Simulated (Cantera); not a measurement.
An adiabatic, constant-pressure homogeneous reactor starts with CH4 : C2H6 : O2 : N2 = 1 : 0.053 : 4.75 : 17.9 (molar parts), at 1675 K and 730000 Pa. Integrator tolerance rtol = 1e-08.

Cantera simulation using GRI-Mech 3.0 (53 species, 325 reactions); the numbers are that mechanism's predictions, not measurements.

Problem. What does this change do: CH4 1 to 1.5 parts?

Solution. 
| quantity | before | after |
|---|---|---|
| time of steepest temperature rise | 22.5 µs | 27.6 µs |
| temperature at 0.200 s | 2527 K | 2761 K |
| equilibrium temperature | 2527 K | 2761 K |
| x(CH4) at 0.200 s | <1e-12 (gas-phase equilibrium <1e-12) | <1e-12 (gas-phase equilibrium <1e-12) |
| x(C2H6) at 0.200 s | <1e-12 (gas-phase equilibrium <1e-12) | <1e-12 (gas-phase equilibrium <1e-12) |
| x(O2) at 0.200 s | 0.0982 (gas-phase equilibrium 0.0982) | 0.0568 (gas-phase equilibrium 0.0568) |
| x(H2) at 0.200 s | 0.000694 (gas-phase equilibrium 0.000694) | 0.00342 (gas-phase equilibrium 0.00342) |
| x(C2H2) at 0.200 s | <1e-12 (gas-phase equilibrium <1e-12) | <1e-12 (gas-phase equilibrium <1e-12) |

Problem. What does this change do: pressure from 730000 Pa to 91000 Pa?

Solution. 
```csv
quantity,before,after
time of steepest temperature rise,22.5 µs,96.6 µs
temperature at 0.200 s,2527 K,2476 K
equilibrium temperature,2527 K,2476 K
x(CH4) at 0.200 s,<1e-12 (gas-phase equilibrium <1e-12),<1e-12 (gas-phase equilibrium <1e-12)
x(C2H6) at 0.200 s,<1e-12 (gas-phase equilibrium <1e-12),<1e-12 (gas-phase equilibrium <1e-12)
x(O2) at 0.200 s,0.0982 (gas-phase equilibrium 0.0982),0.0983 (gas-phase equilibrium 0.0983)
x(H2) at 0.200 s,0.000694 (gas-phase equilibrium 0.000694),0.00148 (gas-phase equilibrium 0.00148)
x(C2H2) at 0.200 s,<1e-12 (gas-phase equilibrium <1e-12),<1e-12 (gas-phase equilibrium <1e-12)
```
